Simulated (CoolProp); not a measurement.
Properties of fluorine along the isotherm 152.6 K (Tc = 144.4 K, pc = 5.240 MPa, ω = 0.045).

Model: reference Helmholtz-energy equation of state, de Reuck 1990, in CoolProp.

| p (MPa) | phase | density (kg/m³) | cv (kJ/(kg K)) | expansivity (1/kK) | fugacity coefficient |
|---|---|---|---|---|---|
| 0.0249 | gas | 0.7467 | 0.5515 | 6.580 | 0.9987 |
| 0.0471 | gas | 1.414 | ___ | 6.605 | 0.9975 |
| 0.0893 | gas | 2.687 | 0.5532 | 6.651 | 0.9953 |
| 0.169 | gas | 5.107 | 0.5552 | 6.741 | 0.9912 |
| 0.321 | gas | 9.780 | 0.5591 | 6.918 | 0.9833 |
| 0.609 | gas | 18.86 | 0.5663 | 7.276 | ___ |
| 1.15 | gas | 36.78 | 0.5795 | 8.044 | 0.9400 |
| 2.19 | gas | 75.22 | 0.6045 | 10.00 | 0.8860 |
| 4.15 | gas | 170.7 | ___ | 17.50 | 0.7849 |
| 7.86 | supercritical | 719.4 | 0.7902 | ___ | 0.5878 |

### Question
Complete the blanks.

### Answer

- 0.0471, cv (kJ/(kg K)): 0.5521
- 0.609, fugacity coefficient: 0.9682
- 4.15, cv (kJ/(kg K)): 0.6596
- 7.86, expansivity (1/kK): 57.97
